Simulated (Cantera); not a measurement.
Charge: 1 mol Ti, 2.5 mol H2, held at 1623.15 K and 370 Pa.

These are equilibrium values from Cantera (NASA tables, ideal gas, pure condensed phases), not measurements of a reactor. Candidate condensed phases: Ti; 3 gas species. The numbers say what is thermodynamically allowed, not how fast it happens.

Base state: H2 0.999, H 0.00114 (mole fractions); condensed: Ti(β).

Task: What changes in the equilibrium state with this change: pressure from 370 Pa to 87000 Pa?

Result: 
```
species      before    after
----------  -------  -------
H2            0.999    1.000
H           0.00114  7.42e-5
Ti(β), mol    1.000     1.00
```

Task: What changes in the equilibrium state with this change: 0.039 mol Cl2 added?

Result: 
```tsv
species	before	after
H2	0.999	0.980
HCl	0	0.00917
TiCl2	0	0.00767
TiCl3	0	0.00202
TiCl	0	0.000142
Ti(β), mol	1.000	0.975
```
The tables' values for TiCl2 are old estimates; treat these amounts as uncertain. Further candidate phases: TiCl2, TiCl3, TiCl4.
